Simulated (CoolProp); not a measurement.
Vapour-liquid equilibrium of propane (1) + neopentane (2) at 276.8 K; x and y are mole fractions of (1).

The numbers come from the multi-fluid Helmholtz-energy mixture model, Lemmon 2009 and Lemmon 2006; pair parameters Bell 2016 in CoolProp.

```
x     bubble pressure, mixture model (kPa)  bubble pressure, Raoult's law (kPa)  y, mixture model  y, Raoult's law
----  ------------------------------------  -----------------------------------  ----------------  ---------------
0.05                                 92.40                                104.0             0.156            0.255
0.2                                  126.5                                171.2             0.475            0.619
0.35                                 169.4                                238.4             0.685            0.777
0.5                                  227.8                                305.6             0.830            0.866
0.65                                 305.9                                372.8             0.921            0.923
0.8                                  401.0                                440.0             0.972            0.963
0.95                                 499.7                                507.2             0.996            0.992
```

The largest gap from Raoult's law is -28.9 % in bubble pressure, at x = 0.35. No azeotrope shows between x = 0.05 and 0.95.

Pair parameters are fitted to limited data, so mixtures are less certain than the pure fluids.
